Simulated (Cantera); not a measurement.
Source: NASA polynomial tables (part measured, part estimated), evaluated in Cantera. Values are per mole of reaction as written; species without (g) are pure solids or liquids, kept so even where they would boil at 1 bar.

4 PH3(g) + 12 N2O(g) ⇌ 12 N2(g) + P4(g) + 6 H2O2(g), with ΔH° = -1759.7 kJ and ΔS° = 505.6 J/K at 300 K.

Q: How far is the shortcut ΔG° ≈ ΔH°(300 K) − T·ΔS°(300 K) from the full temperature-dependent value at 525, 675, 825, 975, 1125, 1275, 1425, 1575 K?

A: 
```tsv
T (K)	shortcut (kJ)	full (kJ)	difference (kJ)	difference in log10 K
525	-2025.1	-2027.5	2.4	-0.24
675	-2101.0	-2105.0	4.0	-0.31
825	-2176.8	-2181.2	4.4	-0.28
975	-2252.7	-2255.9	3.3	-0.18
1125	-2328.5	-2329.0	0.5	-0.03
1275	-2404.3	-2400.6	-3.7	0.15
1425	-2480.2	-2470.8	-9.4	0.34
1575	-2556.0	-2539.7	-16.3	0.54
```
The shortcut ignores the heat-capacity change of the reaction.
